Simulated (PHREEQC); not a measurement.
A made-up water analysis in mmol/kgw, 50 °C, pH 6.74: Na 172; K 38.2; Ca 3.12; Mg 20.3; Cl 213; S(6) 18.8; Alkalinity (meq/kgw) 10.8.

Valence states are taken as typed.

All values are PHREEQC results (Pitzer model, pitzer.dat), not measurements.

**Question.** The ionic strength comes out as 0.301 mol/kgw. What activity coefficients do Mg+2, K+, CO3-2, Ca+2, Na+ get?

**Answer.** Mg+2 0.24, K+ 0.69, CO3-2 0.16, Ca+2 0.22, Na+ 0.71. Single-ion values are on the MacInnes scale.

No solid was allowed to form. Constants without temperature data keep their 25 °C values here.
